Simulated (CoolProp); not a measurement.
Model: reference Helmholtz-energy equation of state, Lemmon 2005, in CoolProp. It is a short technical equation, of lower accuracy than the large ones.

Question: For isobutene, give the phase and the cp (kJ/(kg K)) at 245.55 °C and 212 kPa.

Answer: 
- 245.55 °C and 212 kPa: gas; cp 2.40
